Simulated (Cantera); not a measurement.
An adiabatic, constant-volume homogeneous reactor starts with 5.40 % CH₄, 6.48 % CO, 18.5 % O₂, 69.7 % N₂, at 1250 K and 1.20 bar.

Model: GRI-Mech 3.0 (53 species, 325 reactions), integrated in Cantera.

### Question
Predict: time of steepest temperature rise; temperature at 3.00 s; equilibrium temperature; x(CO) at 3.00 s; x(O₂) at 3.00 s; x(NO₂) at 3.00 s.

### Answer
```json
{
 "time_of_steepest_temperature_rise": "17.7 ms",
 "temperature at 3.00 s": "2737 K",
 "equilibrium_temperature": "2737 K",
 "x(CO) at 3.00 s": "0.0296 (gas-phase equilibrium 0.0296)",
 "x(O₂) at 3.00 s": "0.0481 (gas-phase equilibrium 0.0481)",
 "x(NO₂) at 3.00 s": "8.30e-6 (gas-phase equilibrium 8.30e-6)"
}
```
